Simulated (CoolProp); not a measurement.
The numbers come from the reference Helmholtz-energy equation of state, Span 2000 in CoolProp.

For nitrogen, give the phase and the Prandtl number at 896.4 K and 0.114 MPa.


- 896.4 K and 0.114 MPa: gas; Prandtl number 0.734

Viscosity comes from a separate model (Lemmon 2004). Thermal conductivity comes from a separate model (Lemmon 2004).
